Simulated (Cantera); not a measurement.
# Premixed flame

A freely propagating, adiabatic, planar premixed flame of CH4 : H2 : O2 : N2 = 1 : 0.52 : 3.42 : 12.9 (molar parts), equivalence ratio 0.66, unburnt at 575 K and 705 Torr; mixture-averaged transport, grid criteria slope 0.08 and curve 0.16, no radiation.

Cantera simulation using GRI-Mech 3.0 (53 species, 325 reactions); the numbers are that mechanism's predictions, not measurements. Burning velocities carry a grid error of a few per cent, more on coarse grids.

```json
[
 {"z (mm)": "-1.25", "T (K)": "575", "u (m/s)": "0.950", "x CH4": "0.0561", "x H2": "0.0285", "x O2": "0.192", "x HCO": "<1e-8", "x H2O": "3.54e-5", "x NO2": "<1e-8"},
 {"z (mm)": "-0.834", "T (K)": "577", "u (m/s)": "0.952", "x CH4": "0.0561", "x H2": "0.0274", "x O2": "0.192", "x HCO": "<1e-8", "x H2O": "0.000347", "x NO2": "<1e-8"},
 {"z (mm)": "-0.626", "T (K)": "584", "u (m/s)": "0.962", "x CH4": "0.0558", "x H2": "0.0260", "x O2": "0.192", "x HCO": "<1e-8", "x H2O": "0.00140", "x NO2": "<1e-8"},
 {"z (mm)": "-0.417", "T (K)": "625", "u (m/s)": "1.03", "x CH4": "0.0539", "x H2": "0.0232", "x O2": "0.190", "x HCO": "<1e-8", "x H2O": "0.00705", "x NO2": "1.08e-8"},
 {"z (mm)": "-0.209", "T (K)": "890", "u (m/s)": "1.47", "x CH4": "0.0406", "x H2": "0.0185", "x O2": "0.170", "x HCO": "2.73e-7", "x H2O": "0.0382", "x NO2": "1.51e-8"},
 {"z (mm)": "-0.104", "T (K)": "1204", "u (m/s)": "2.00", "x CH4": "0.0238", "x H2": "0.0155", "x O2": "0.141", "x HCO": "5.59e-6", "x H2O": "0.0723", "x NO2": "<1e-8"},
 {"z (mm)": "0", "T (K)": "1522", "u (m/s)": "2.53", "x CH4": "0.00638", "x H2": "0.0115", "x O2": "0.105", "x HCO": "2.61e-5", "x H2O": "0.107", "x NO2": "<1e-8"},
 {"z (mm)": "0.104", "T (K)": "1668", "u (m/s)": "2.77", "x CH4": "0.000593", "x H2": "0.00686", "x O2": "0.0838", "x HCO": "9.00e-6", "x H2O": "0.124", "x NO2": "<1e-8"},
 {"z (mm)": "0.209", "T (K)": "1724", "u (m/s)": "2.86", "x CH4": "3.23e-5", "x H2": "0.00474", "x O2": "0.0760", "x HCO": "7.10e-7", "x H2O": "0.128", "x NO2": "<1e-8"},
 {"z (mm)": "0.417", "T (K)": "1794", "u (m/s)": "2.96", "x CH4": "1.29e-7", "x H2": "0.00375", "x O2": "0.0712", "x HCO": "1.28e-8", "x H2O": "0.130", "x NO2": "<1e-8"},
 {"z (mm)": "0.834", "T (K)": "1871", "u (m/s)": "3.07", "x CH4": "<1e-8", "x H2": "0.00275", "x O2": "0.0684", "x HCO": "<1e-8", "x H2O": "0.134", "x NO2": "<1e-8"},
 {"z (mm)": "1.67", "T (K)": "1934", "u (m/s)": "3.16", "x CH4": "<1e-8", "x H2": "0.00152", "x O2": "0.0670", "x HCO": "<1e-8", "x H2O": "0.137", "x NO2": "<1e-8"},
 {"z (mm)": "3.34", "T (K)": "1972", "u (m/s)": "3.22", "x CH4": "<1e-8", "x H2": "0.000671", "x O2": "0.0666", "x HCO": "<1e-8", "x H2O": "0.140", "x NO2": "<1e-8"}
]
```
x: mole fraction of selected species; z is measured from the peak of heat release.

The laminar burning velocity is 95.0 cm/s and the thermal thickness is 0.417 mm. The peak x(HCO) is 2.64e-5 and the grid points is 132.
